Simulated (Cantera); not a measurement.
Source: NASA polynomial tables (part measured, part estimated), evaluated in Cantera. Values are per mole of reaction as written; species without (g) are pure solids or liquids, kept so even where they would boil at 1 bar.

Q: Between 300 and 2898 K, where is each reaction favourable under standard conditions?
- O₃(g) + 6 TaO₂(g) ⇌ 3 Ta₂O₅
- Ta + 2 Ta₂O₅ ⇌ 5 TaO₂(g)

A: 
- O₃(g) + 6 TaO₂(g) ⇌ 3 Ta₂O₅: ΔG° is -4627 kJ at 300 K and -1475 kJ at 2898 K; it stays negative (K > 1). ΔH° is -4187 kJ and ΔS° -936 J/K at 2898 K.
- Ta + 2 Ta₂O₅ ⇌ 5 TaO₂(g): ΔG° is 2766 kJ at 300 K and 496 kJ at 2898 K; it stays positive (K < 1). ΔH° is 2453 kJ and ΔS° 675 J/K at 2898 K.
